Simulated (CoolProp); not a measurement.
Saturation properties of CH2F2 (R32) (Tc = 78.1 °C, pc = 57.83 bar, ω = 0.277).

The numbers come from the reference Helmholtz-energy equation of state, Tillner-Roth 1997 in CoolProp.

```tsv
T (°C)	p (bar)	liquid cp (kJ/(kg K))	liquid conductivity (mW/(m K))
-37.35	1.998	1.613	183
-33.05	2.407	1.623	180
-28.85	2.867	1.634	177
-24.55	3.405	1.646	174
-20.35	4.004	1.660	170
-16.05	4.698	1.674	167
-11.85	5.461	1.690	164
-7.55	6.338	1.708	161
-3.35	7.293	1.728	157
0.95	8.381	1.750	154
5.25	9.588	1.775	150
9.45	10.89	1.802	147
13.75	12.36	1.833	143
17.95	13.93	1.867	140
22.25	15.69	1.908	136
```

It boils at -51.7 °C under 1 atm.

Thermal conductivity comes from a separate model (Huber 2003), an estimate that may be off by 10 % or more.
